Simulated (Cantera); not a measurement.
Cantera run:

```python
import numpy as np
import cantera as ct

gas_names = [...]  # 49 gases of nasa_gas.yaml made of Cl, F, H, N, Si
cond_names = """
    NH4CL(a) NH4CL(b) Si(cr) Si(L) Si3N4(a)
""".split()


# ... load() reads the species with a 1 bar reference pressure and builds the phases ...
atoms = {
    'Si3N4': {'Si': 3, 'N': 4},
    'HCl': {'H': 1, 'CL': 1},
    'N2': {'N': 2},
    'F2': {'F': 2},
}
top_T = {'Si3N4(a)': 2400}  # K; cautious upper limits of use, not melting points


# ... equilibrate(T, P, feed) seeds the gas with the atoms and calls Mixture.equilibrate('TP', solver="gibbs", rtol=1e-10, max_steps=50000) ...
results = []
P = 9.6  # Pa
for T in [1400, 1450, 1500, 1550, 1600, 1650, 1700, 1750, 1800, 1850, 1900]:
    for m in [0.51, 0.78, 1, 1.3, 1.6, 1.8, 2.1, 2.4, 2.6, 2.9, 3.1, 3.4, 3.7]:
        feed = {'Si3N4': 1, 'HCl': 2.4, 'N2': m, 'F2': 1.9}  # mol
        mix = equilibrate(T, P, feed)
        results.append((T, P, feed, dict(zip(mix.species_names, mix.species_moles))))

for T, P, feed, n in results:
    print(f"{T:7g} {feed['N2']:10.4g}  " + (" + ".join(c for c in cond_names if n.get(c, 0) > 1e-12) or "gas only"))
```

It prints:

```
   1400       0.51  Si3N4(a)
   1400       0.78  Si3N4(a)
   1400          1  Si3N4(a)
   1400        1.3  Si3N4(a)
   1400        1.6  Si3N4(a)
   1400        1.8  Si3N4(a)
   1400        2.1  Si3N4(a)
   1400        2.4  Si3N4(a)
   1400        2.6  Si3N4(a)
   1400        2.9  Si3N4(a)
   1400        3.1  Si3N4(a)
   1400        3.4  Si3N4(a)
   1400        3.7  Si3N4(a)
   1450       0.51  Si3N4(a)
   1450       0.78  Si3N4(a)
   1450          1  Si3N4(a)
   1450        1.3  Si3N4(a)
   1450        1.6  Si3N4(a)
   1450        1.8  Si3N4(a)
   1450        2.1  Si3N4(a)
   1450        2.4  Si3N4(a)
   1450        2.6  Si3N4(a)
   1450        2.9  Si3N4(a)
   1450        3.1  Si3N4(a)
   1450        3.4  Si3N4(a)
   1450        3.7  Si3N4(a)
   1500       0.51  Si(cr)
   1500       0.78  Si(cr)
   1500          1  Si(cr)
   1500        1.3  Si(cr)
   1500        1.6  Si(cr)
   1500        1.8  Si(cr) + Si3N4(a)
   1500        2.1  Si(cr) + Si3N4(a)
   1500        2.4  Si3N4(a)
   1500        2.6  Si3N4(a)
   1500        2.9  Si3N4(a)
   1500        3.1  Si3N4(a)
   1500        3.4  Si3N4(a)
   1500        3.7  Si3N4(a)
   1550       0.51  Si(cr)
   1550       0.78  Si(cr)
   1550          1  Si(cr)
   1550        1.3  Si(cr)
   1550        1.6  Si(cr)
   1550        1.8  Si(cr)
   1550        2.1  Si(cr)
   1550        2.4  Si(cr)
   1550        2.6  Si(cr)
   1550        2.9  Si(cr)
   1550        3.1  Si(cr)
   1550        3.4  Si(cr)
   1550        3.7  Si(cr)
   1600       0.51  Si(cr)
   1600       0.78  Si(cr)
   1600          1  Si(cr)
   1600        1.3  Si(cr)
   1600        1.6  Si(cr)
   1600        1.8  Si(cr)
   1600        2.1  Si(cr)
   1600        2.4  Si(cr)
   1600        2.6  Si(cr)
   1600        2.9  Si(cr)
   1600        3.1  Si(cr)
   1600        3.4  Si(cr)
   1600        3.7  Si(cr)
   1650       0.51  Si(cr)
   1650       0.78  Si(cr)
   1650          1  Si(cr)
   1650        1.3  Si(cr)
   1650        1.6  Si(cr)
   1650        1.8  Si(cr)
   1650        2.1  Si(cr)
   1650        2.4  Si(cr)
   1650        2.6  Si(cr)
   1650        2.9  Si(cr)
   1650        3.1  Si(cr)
   1650        3.4  Si(cr)
   1650        3.7  Si(cr)
   1700       0.51  Si(L)
   1700       0.78  Si(L)
   1700          1  Si(L)
   1700        1.3  Si(L)
   1700        1.6  Si(L)
   1700        1.8  Si(L)
   1700        2.1  Si(L)
   1700        2.4  Si(L)
   1700        2.6  Si(L)
   1700        2.9  Si(L)
   1700        3.1  Si(L)
   1700        3.4  Si(L)
   1700        3.7  Si(L)
   1750       0.51  Si(L)
   1750       0.78  Si(L)
   1750          1  Si(L)
   1750        1.3  Si(L)
   1750        1.6  Si(L)
   1750        1.8  Si(L)
   1750        2.1  Si(L)
   1750        2.4  Si(L)
   1750        2.6  Si(L)
   1750        2.9  Si(L)
   1750        3.1  Si(L)
   1750        3.4  Si(L)
   1750        3.7  Si(L)
   1800       0.51  Si(L)
   1800       0.78  gas only
   1800          1  gas only
   1800        1.3  gas only
   1800        1.6  gas only
   1800        1.8  gas only
   1800        2.1  gas only
   1800        2.4  gas only
   1800        2.6  gas only
   1800        2.9  gas only
   1800        3.1  gas only
   1800        3.4  gas only
   1800        3.7  gas only
   1850       0.51  gas only
   1850       0.78  gas only
   1850          1  gas only
   1850        1.3  gas only
   1850        1.6  gas only
   1850        1.8  gas only
   1850        2.1  gas only
   1850        2.4  gas only
   1850        2.6  gas only
   1850        2.9  gas only
   1850        3.1  gas only
   1850        3.4  gas only
   1850        3.7  gas only
   1900       0.51  gas only
   1900       0.78  gas only
   1900          1  gas only
   1900        1.3  gas only
   1900        1.6  gas only
   1900        1.8  gas only
   1900        2.1  gas only
   1900        2.4  gas only
   1900        2.6  gas only
   1900        2.9  gas only
   1900        3.1  gas only
   1900        3.4  gas only
   1900        3.7  gas only
```

Method: chemical equilibrium by Gibbs-energy minimisation in Cantera with the NASA 1993 tables (ideal gas, pure condensed phases). Mutual solubility and eutectic melting of coexisting phases are not modelled. The tables' values for SiCl3, SiF2, SiF3 are old estimates.
